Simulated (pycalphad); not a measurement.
CALPHAD calculation (pycalphad, COST 507 light-alloy database (1999)), 1 atm. The database dates from 1999; later assessments differ in places, in temperatures and in the compounds included. Kinetics are ignored, which matters at the lower temperatures.

Si-3.7Ti (at.%): equilibrium cooling sequence

```json
[
 {"T (°C)": "1403.8", "phases above": "LIQUID", "phases below": "DIAMOND_A4 + LIQUID"},
 {"T (°C)": "1331.1", "phases above": "DIAMOND_A4 + LIQUID", "phases below": "DIAMOND_A4 + SI2TI"}
]
```

Changes were sought between steps of 100 K, so a narrower field can be missed.

Database names, with the compositions (at.%) that they take in these runs: SI2TI: Si 67 Ti 33. DIAMOND_A4 is diamond (Si).
